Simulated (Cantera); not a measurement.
An isothermal, constant-pressure homogeneous reactor starts with N2O : H2 : N2 = 1 : 0.038 : 4.2 (molar parts), at 1048 K and 0.0415 atm. Integrator tolerance rtol = 1e-08.

Model: GRI-Mech 3.0 (53 species, 325 reactions), integrated in Cantera. GRI-Mech 3.0 was tuned for natural gas; its chemistry of N2O as a main component is partial and can be far from experiment. Radical loss at walls, strong at low pressure, is not modelled. The mechanism lacks the step 2 NO + O2 → 2 NO2, which can matter for NO2 below about 1400 K. The temperature is held fixed by assumption; the heat of reaction is taken as removed at once.

Q: What does this change do: N2 4.2 to 1.1 parts?

A: 
| quantity | before | after |
|---|---|---|
| x(N2O) at 10.0 s | 0.182 (gas-phase equilibrium 6.11e-10) | 0.444 (gas-phase equilibrium 7.97e-10) |
| x(H2) at 10.0 s | 2.65e-7 (gas-phase equilibrium 3.86e-11) | 6.17e-8 (gas-phase equilibrium 5.70e-11) |
| x(OH) at 10.0 s | 1.06e-6 (gas-phase equilibrium 1.28e-7) | 1.52e-6 (gas-phase equilibrium 2.30e-7) |
| x(O) at 10.0 s | 1.14e-7 (gas-phase equilibrium 9.01e-10) | 1.17e-7 (gas-phase equilibrium 1.33e-9) |
| x(H2O2) at 10.0 s | 5.24e-10 (gas-phase equilibrium 2.00e-12) | 1.80e-9 (gas-phase equilibrium 6.45e-12) |
| x(O2) at 10.0 s | 0.000837 (gas-phase equilibrium 0.0841) | 0.00216 (gas-phase equilibrium 0.184) |
| x(HO2) at 10.0 s | 9.30e-8 (gas-phase equilibrium 1.14e-10) | 1.90e-7 (gas-phase equilibrium 3.02e-10) |

Q: What does this change do: temperature 1048 to 1400 K?

A: 
```csv
quantity,before,after
x(N2O) at 10.0 s,0.182 (gas-phase equilibrium 6.11e-10),0.000485 (gas-phase equilibrium 6.91e-9)
x(H2) at 10.0 s,2.65e-7 (gas-phase equilibrium 3.86e-11),2.24e-7 (gas-phase equilibrium 5.09e-8)
x(OH) at 10.0 s,1.06e-6 (gas-phase equilibrium 1.28e-7),2.72e-5 (gas-phase equilibrium 1.40e-5)
x(O) at 10.0 s,1.14e-7 (gas-phase equilibrium 9.01e-10),5.11e-6 (gas-phase equilibrium 1.35e-6)
x(H2O2) at 10.0 s,5.24e-10 (gas-phase equilibrium 2.00e-12),1.48e-10 (gas-phase equilibrium 4.40e-11)
x(O2) at 10.0 s,0.000837 (gas-phase equilibrium 0.0841),0.0703 (gas-phase equilibrium 0.0839)
x(HO2) at 10.0 s,9.30e-8 (gas-phase equilibrium 1.14e-10),5.27e-9 (gas-phase equilibrium 5.29e-9)
```
